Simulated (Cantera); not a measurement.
**Dilute partial oxidation**

A perfectly stirred reactor is fed with C₂H₄ : O₂ : N₂ : H₂O = 0.017 : 0.006 : 1 : 0.0013 (molar parts), at 11.0 bar; it is held at 1575 K, and followed from long to short residence time.

Cantera simulation using GRI-Mech 3.0 (53 species, 325 reactions); the numbers are that mechanism's predictions, not measurements. GRI-Mech 3.0 was tuned for natural gas; its chemistry of ethylene as a main component is partial and can be far from experiment. GRI-Mech 3.0 stops at C3 and has no aromatics, soot or wall deposition, so with more carbon than oxygen in the feed, carbon stays in small species such as C2H2 where larger ones or solid carbon would form.

```
τ (s)      x C₂H₄      x O₂     x N₂O    x H₂O    x HO₂
-------  --------  --------  --------  -------  -------
1.5      0.000281   1.82e-5  1.14e-10  0.00353  5.11e-9
0.52     0.000300   4.58e-5  3.11e-10  0.00432  1.43e-8
0.18     0.000366   9.96e-5  7.65e-10  0.00476  3.75e-8
0.060    0.000510  0.000191   1.71e-9  0.00495  9.41e-8
0.020    0.000771  0.000330   3.31e-9  0.00497  2.18e-7
0.0070    0.00120  0.000525   5.43e-9  0.00483  4.53e-7
0.0024    0.00195  0.000806   7.88e-9  0.00454  8.90e-7
0.00081   0.00319   0.00119   1.01e-8  0.00412  1.66e-6
0.00027   0.00508   0.00171   1.15e-8  0.00361  3.00e-6
```
x: mole fraction; the columns are a selection and need not sum to one.
